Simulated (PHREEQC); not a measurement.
Synthetic water in mmol/kgw, 35 °C, pH 7.04, pe -1.7:

| constituent | mmol/kgw |
|---|---|
| Na | 4.37 |
| K | 0.00746 |
| Ca | 7.48 |
| Mg | 1.05 |
| Cl | 11.5 |
| S(6) | 2.73 |
| Alkalinity (meq/kgw) | 3.63 |
| Mn(2) | 0.242 |
| F | 0.184 |
| Zn | 0.0524 |
| B | 0.0371 |
| Li | 0.0104 |
| Fe(2) | 0.141 |

Valence states are taken as typed.

Model: ion-association model, phreeqc.dat, run in PHREEQC.

No solid was allowed to form.

Task: What ionic strength, charge-balance error does the model give?

Result: ionic strength 0.0292 mol/kgw; charge-balance error 4.0 %.

Task: In which forms is F present?

Result: F- 96 %, MgF+ 3.6 % of the F.

Examples of supersaturated solids here: Rhodochrosite, Siderite. Others may be too. Real BF4- forms and hydrolyses slowly; the run takes it at equilibrium. Fluoro complexes past AlF4- and FeF3 are missing from the database. The database's zinc carbonate complexes are estimates, stronger than later reviews accept.
